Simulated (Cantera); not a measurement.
Feed: 1 mol CH2F2, 1.2 mol H2, at 2575 K and 1.30e-5 bar.

Equilibrium computed with Cantera from the NASA thermochemical tables; the gas is ideal and each condensed phase is pure. Candidate condensed phases: C, C6H6, C7H8, C8H18; 95 gas species. Equilibrium is a limit: real reactors are often held back by kinetics, nucleation or transport.

Base state: H 0.548, HF 0.257, F 0.109, C3 0.0474, C 0.0256, C2 0.00601, CF 0.00328, H2 0.00326 (mole fractions); condensed: gas only.

Question: What changes in the equilibrium state with this change: H2 from 1.2 to 0.098 mol?

Answer: 
| species | before | after |
|---|---|---|
| HF | 0.257 | 0.323 |
| H | 0.548 | 0.307 |
| F | 0.109 | 0.245 |
| C3 | 0.0474 | 0.0768 |
| C | 0.0256 | 0.0301 |
| CF2 | 7.78e-6 | 4.59e-5 |
| H2 | 0.00326 | 0.00102 |
| CF | 0.00328 | 0.00864 |

Question: What changes in the equilibrium state with this change: H2 from 1.2 to 0.1 mol?

Answer: 
```json
[
 {"species": "HF", "before": "0.257", "after": "0.322"},
 {"species": "H", "before": "0.548", "after": "0.308"},
 {"species": "F", "before": "0.109", "after": "0.244"},
 {"species": "C3", "before": "0.0474", "after": "0.0768"},
 {"species": "C", "before": "0.0256", "after": "0.0301"},
 {"species": "CF2", "before": "7.78e-6", "after": "4.57e-5"},
 {"species": "H2", "before": "0.00326", "after": "0.00103"},
 {"species": "CF", "before": "0.00328", "after": "0.00862"}
]
```

Question: What changes in the equilibrium state with this change: temperature from 2575 K to 1775 K?

Answer: 
```csv
species,before,after
HF,0.257,0.610
H2,0.00326,0.343
H,0.548,0.0470
C3,0.0474,4.06e-9
C,0.0256,9.90e-9
F,0.109,1.23e-5
C2,0.00601,<1e-9
CF,0.00328,1.62e-8
C5,0.000105,<1e-9
C4,2.90e-5,<1e-9
C2H,0.000366,5.27e-8
"C(graphite), mol",0,1.000
```
